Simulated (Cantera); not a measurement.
A Cantera script and its output.

```python
import numpy as np
import cantera as ct

surf = ct.Interface("diamond.yaml", "diamond_100")
gas, bulk = surf.adjacent["gas"], surf.adjacent["diamond"]
k = surf.kinetics_species_index(bulk.species_names[0])
cover = ["c6HH", "c6H*", "c6*H", "c6**", "c6HM", "c6B"]

rows, drift = [], 0.0
print(f"{'P':>10s}{'um/h':>11s}" + "".join(f"{s:>11s}" for s in cover))
for v in [1200, 1900, 2900, 4500, 7000, 11000, 17000, 27000]:
    T, P, xH, xCH3 = 1350, v, 0.001, 1.1e-05
    gas.TPX = T, P, {"H": xH, "CH3": xCH3, "CH4": 0.028, "H2": 1 - xH - xCH3 - 0.028}
    surf.TP = bulk.TP = T, P
    surf.coverages = "c6H*:0.1, c6HH:0.9"
    surf.advance_coverages(100.0)
    before = surf.coverages
    surf.advance_coverages(100.0)
    drift = max(drift, np.max(np.abs(surf.coverages - before) / (surf.coverages + 1e-9)))
    rate = surf.net_production_rates[k] * bulk.mean_molecular_weight / bulk.density * 3.6e9
    rows.append([rate, *surf[cover].coverages])
    print(f"{v:10.4g}{rate:11.4e}" + "".join(f"{x:11.3e}" for x in rows[-1][1:]))
```

Result:

```
         P       um/h       c6HH       c6H*       c6*H       c6**       c6HM        c6B
      1200 5.1382e-03  4.132e-01  5.113e-02  5.042e-01  3.145e-02  1.652e-06  1.394e-11
      1900 1.0822e-02  4.133e-01  5.111e-02  5.041e-01  3.143e-02  2.723e-06  2.936e-11
      2900 2.0598e-02  4.134e-01  5.111e-02  5.040e-01  3.142e-02  4.313e-06  5.590e-11
      4500 3.8618e-02  4.135e-01  5.110e-02  5.039e-01  3.141e-02  6.927e-06  1.048e-10
      7000 7.0208e-02  4.135e-01  5.110e-02  5.039e-01  3.140e-02  1.108e-05  1.905e-10
   1.1e+04 1.2636e-01  4.136e-01  5.111e-02  5.038e-01  3.139e-02  1.775e-05  3.429e-10
   1.7e+04 2.2043e-01  4.136e-01  5.112e-02  5.038e-01  3.139e-02  2.772e-05  5.982e-10
   2.7e+04 4.0004e-01  4.136e-01  5.113e-02  5.037e-01  3.139e-02  4.407e-05  1.086e-09
```

Computed with Cantera and the Harris–Goodwin 1993 mechanism for the reconstructed diamond (100) surface.
